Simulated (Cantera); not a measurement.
An adiabatic, constant-volume homogeneous reactor starts with 4.23 % CH4, 20.1 % O2, 75.7 % N2, at 1200 K and 1.10 bar.

Detailed kinetics in Cantera: GRI-Mech 3.0 (53 species, 325 reactions).

Predict: time of steepest temperature rise; temperature at 0.600 s; equilibrium temperature; x(O2) at 0.600 s; x(N2O) at 0.600 s; x(CO) at 0.600 s.


```
Property                                                               Value
---------------------------------  -----------------------------------------
time of steepest temperature rise                                    26.2 ms
temperature at 0.600 s                                                2277 K
equilibrium temperature                                               2277 K
x(O2) at 0.600 s                         0.110 (gas-phase equilibrium 0.110)
x(N2O) at 0.600 s                    8.30e-7 (gas-phase equilibrium 8.30e-7)
x(CO) at 0.600 s                   0.000870 (gas-phase equilibrium 0.000870)
```
